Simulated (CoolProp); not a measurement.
Computed with CoolProp (reference Helmholtz-energy equation of state, Schmidt 1985).

Question: Give the vapour pressure (bar), vapour density (kg/m³), liquid cp (kJ/(kg K)), surface tension (mN/m) of saturated oxygen at 127.4 K.

Answer: 
| T (K) | p (bar) | vapour density (kg/m³) | liquid cp (kJ/(kg K)) | surface tension (mN/m) |
|---|---|---|---|---|
| 127.4 | 15.3 | 59.4 | 2.08 | 4.57 |

Surface tension comes from a separate correlation (Mulero 2012).
